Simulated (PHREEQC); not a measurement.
Solution (20 °C): 6.3 mmol/kgw H3BO3, 12 mmol/kgw Na2SO4 and 4 mmol/kgw KCl. Closed to the air; pH follows from the charge balance.

The numbers come from PHREEQC with the Pitzer model, pitzer.dat.

| Quantity | Result |
|---|---|
| pH | 5.80 |
| ionic strength | 0.0400 mol/kgw |
| specific conductance | 2740 µS/cm |
| osmotic coefficient | 0.908 |

```
species  molality  activity   log γ
-------  --------  --------  ------
Na+        0.0240    0.0197  -0.086
SO4-2      0.0120   0.00569  -0.324
B(OH)3    0.00630   0.00627  -0.002
Cl-       0.00400   0.00332  -0.081
K+        0.00400   0.00327  -0.088
B(OH)4-   2.82e-6   2.30e-6  -0.088
H+        1.94e-6   1.57e-6  -0.091
HSO4-     8.91e-7   7.41e-7  -0.080
```

This is a speciation only: nothing precipitates in the calculation.
